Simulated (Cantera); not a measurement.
A closed system holds: 1 mol SiHCl3, 0.0038 mol C3H8, 120 mol H2, equilibrated at 0.133 bar.

Method: chemical equilibrium by Gibbs-energy minimisation in Cantera with the NASA 1993 tables (ideal gas, pure condensed phases). Candidate condensed phases: C, C6H6, C7H8, C8H18, Si, SiC; 109 gas species. Mutual solubility and eutectic melting of coexisting phases are not modelled. Gases not in the tables: Si2H6 and higher silanes. Equilibrium is a limit: real reactors are often held back by kinetics, nucleation or transport.

**Question.** Which condensed phases are stable at each of these points (T (°C)): 1150, 1300, 1450, 1600, 1750, 1900, 2050, 2200?

**Answer.** 
| T (°C) | condensed phases | Si condensed (%) |
|---|---|---|
| 1150 | Si(s) + SiC(s) | 81.5 |
| 1300 | Si(s) + SiC(s) | 80.3 |
| 1450 | Si(l) + SiC(s) | 79.8 |
| 1600 | Si(l) + SiC(s) | 81.2 |
| 1750 | Si(l) + SiC(s) | 76.3 |
| 1900 | Si(l) | 48.4 |
| 2050 | gas only | 0.0 |
| 2200 | gas only | 0.0 |

From 1150 °C to 1300 °C the condensed part is Si(s) + SiC(s). From 1450 °C to 1750 °C the condensed part is Si(l) + SiC(s). At 1900 °C the condensed part is Si(l). From 2050 °C to 2200 °C nothing is condensed.
